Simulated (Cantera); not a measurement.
Cantera run, input and output.

```python
import numpy as np
import cantera as ct

gas = ct.Solution("gri30.yaml")
gas.TPX = 2000, 3000, {'C2H6': 1, 'N2': 24}
reactor = ct.IdealGasConstPressureReactor(gas, energy="off", clone=False)
net = ct.ReactorNet([reactor])
net.rtol, net.atol = 1e-08, 1e-18
show = ['C2H6', 'CH4', 'CH3', 'H2', 'C2H4', 'C2H2']
times = np.geomspace(7e-05, 40, 14)

steps = ct.SolutionArray(gas, extra=["t"])
rows = []
print(f"{'t/s':>10s}{'T/K':>9s}{'P/Pa':>11s}" + "".join(f"{s:>11s}" for s in show))
for t in times:
    while net.time < t:
        t_next = net.step()
        steps.append(gas.state, t=t_next)
    rows.append([np.interp(t, steps.t, y) for y in (steps.T, steps.P, *steps(*show).X.T)])
    print(f"{t:10.3e}{rows[-1][0]:9.1f}{rows[-1][1]:11.4g}" + "".join(f"{x:11.3e}" for x in rows[-1][2:]))
rate = np.gradient(steps.T, steps.t)
print("integrator steps:", len(steps.t))
if steps.T.max() > steps.T[0] + 200:
    print(f"time of steepest temperature rise: {steps.t[rate.argmax()]:.4e} s")
gas.TPX = 2000, 3000, {'C2H6': 1, 'N2': 24}
gas.equilibrate("TP")
print(f"equilibrium (TP): T = {gas.T:.1f} K  " + "  ".join(f"{s} {gas[s].X[0]:.3e}" for s in show))
```

Output:

```
       t/s      T/K       P/Pa       C2H6        CH4        CH3         H2       C2H4       C2H2
 7.000e-05   2000.0       3000  5.265e-03  3.225e-03  3.359e-02  1.298e-02  1.031e-02  1.805e-03
 1.941e-04   2000.0       3000  7.771e-05  6.497e-03  1.268e-02  4.120e-02  9.236e-03  1.780e-02
 5.380e-04   2000.0       3000  5.395e-06  5.810e-03  3.769e-03  5.886e-02  2.201e-03  3.014e-02
 1.492e-03   2000.0       3000  1.235e-06  4.374e-03  1.659e-03  6.516e-02  3.580e-04  3.374e-02
 4.135e-03   2000.0       3000  3.633e-07  3.085e-03  8.545e-04  6.822e-02  8.894e-05  3.501e-02
 1.146e-02   2000.0       3000  1.127e-07  1.881e-03  4.680e-04  7.042e-02  2.729e-05  3.582e-02
 3.178e-02   2000.0       3000  2.599e-08  8.148e-04  2.290e-04  7.212e-02  6.685e-06  3.643e-02
 8.811e-02   2000.0       3000  2.570e-09  2.064e-04  7.564e-05  7.297e-02  1.219e-06  3.676e-02
 2.443e-01   2000.0       3000  7.264e-11  2.726e-05  1.362e-05  7.303e-02  5.967e-07  3.683e-02
 6.772e-01   2000.0       3000  2.846e-13  1.039e-06  6.711e-07  7.280e-02  5.463e-07  3.682e-02
 1.877e+00   2000.0       3000  1.526e-13  3.861e-07  2.664e-07  7.271e-02  5.380e-07  3.682e-02
 5.204e+00   2000.0       3000  1.507e-13  3.702e-07  2.557e-07  7.271e-02  5.378e-07  3.682e-02
 1.443e+01   2000.0       3000  1.518e-13  3.799e-07  2.624e-07  7.271e-02  5.377e-07  3.681e-02
 4.000e+01   2000.0       3000  1.548e-13  4.051e-07  2.798e-07  7.271e-02  5.373e-07  3.678e-02
integrator steps: 1513
equilibrium (TP): T = 2000.0 K  C2H6 1.318e-13  CH4 8.108e-07  CH3 5.599e-07  H2 7.272e-02  C2H4 1.196e-07  C2H2 8.182e-03
```

Detailed kinetics in Cantera: GRI-Mech 3.0 (53 species, 325 reactions). GRI-Mech 3.0 stops at C3 and has no aromatics, soot or wall deposition, so with more carbon than oxygen in the feed, carbon stays in small species such as C2H2 where larger ones or solid carbon would form. Radical loss at walls, strong at low pressure, is not modelled.
